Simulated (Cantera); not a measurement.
What does this Cantera script print?

```python
import numpy as np
import cantera as ct

gas = ct.Solution("gri30.yaml")
gas.TPX = 400, 180000, {'CH4': 1, 'O2': 1.43, 'N2': 5.37}
flame = ct.FreeFlame(gas, width=0.027)
flame.set_refine_criteria(ratio=3, slope=0.08, curve=0.16)
flame.transport_model = "unity-Lewis-number"
flame.solve(loglevel=0, auto=True)
z, T = flame.grid, flame.T
thick = (T[-1] - T[0]) / np.gradient(T, z).max()
show = ['CH4', 'O2', 'CH3', 'C2H6', 'C2H4', 'H']
print(f"laminar burning velocity  {flame.velocity[0] * 100:.3f} cm/s")
print(f"burnt temperature         {T[-1]:.1f} K")
print(f"thermal thickness         {thick * 1e3:.4f} mm")
print(f"grid points               {len(z)}")
z0 = z[flame.heat_release_rate.argmax()]
print(f"{'z/mm':>9s}{'T/K':>9s}{'u/(m/s)':>9s}" + "".join(f"{s:>11s}" for s in show))
rows = []
for k in (-3, -2, -1.5, -1, -0.5, -0.25, 0, 0.25, 0.5, 1, 2, 4, 8):
    zz = z0 + k * thick
    rows.append([k * thick, np.interp(zz, z, T), np.interp(zz, z, flame.velocity),
                 *(np.interp(zz, z, flame.X[gas.species_index(s)]) for s in show)])
    print(f"{rows[-1][0] * 1e3:9.3f}{rows[-1][1]:9.1f}{rows[-1][2]:9.3f}" + "".join(f"{x:11.3e}" for x in rows[-1][3:]))
```

It prints:

```
laminar burning velocity  14.889 cm/s
burnt temperature         2047.8 K
thermal thickness         0.6724 mm
grid points               129
     z/mm      T/K  u/(m/s)        CH4         O2        CH3       C2H6       C2H4          H
   -2.017    401.3    0.149  1.281e-01  1.832e-01  3.724e-09  1.463e-06  1.609e-06  6.805e-17
   -1.345    409.2    0.152  1.275e-01  1.824e-01  2.706e-08  1.029e-05  1.132e-05  1.842e-14
   -1.009    440.5    0.164  1.252e-01  1.794e-01  1.346e-07  4.535e-05  4.990e-05  1.691e-12
   -0.672    608.1    0.228  1.125e-01  1.624e-01  1.653e-06  2.387e-04  2.630e-04  1.340e-09
   -0.336   1126.6    0.431  6.938e-02  1.048e-01  9.564e-05  8.595e-04  9.834e-04  2.582e-06
   -0.168   1520.3    0.593  3.501e-02  5.852e-02  8.386e-04  9.306e-04  1.450e-03  7.541e-05
    0.000   1872.1    0.743  7.497e-03  1.685e-02  1.786e-03  1.130e-04  6.647e-04  1.077e-03
    0.168   2004.8    0.800  1.123e-03  2.755e-03  5.664e-04  2.669e-06  4.611e-05  2.055e-03
    0.336   2033.2    0.811  3.840e-04  5.277e-04  1.754e-04  2.281e-07  4.385e-06  1.660e-03
    0.672   2044.5    0.816  1.710e-04  4.655e-05  4.807e-05  2.071e-08  5.235e-07  9.369e-04
    1.345   2047.8    0.818  9.898e-05  3.369e-06  1.702e-05  3.128e-09  1.504e-07  5.476e-04
    2.690   2048.4    0.818  4.867e-05  8.280e-07  6.425e-06  4.727e-10  4.659e-08  4.176e-04
    5.379   2048.1    0.818  1.229e-05  7.198e-07  1.546e-06  2.841e-11  8.226e-09  3.993e-04
```

Model: GRI-Mech 3.0 (53 species, 325 reactions), integrated in Cantera. Unity Lewis numbers drop preferential diffusion, which matters most where H2 and H carry the flame. Burning velocities carry a grid error of a few per cent, more on coarse grids.
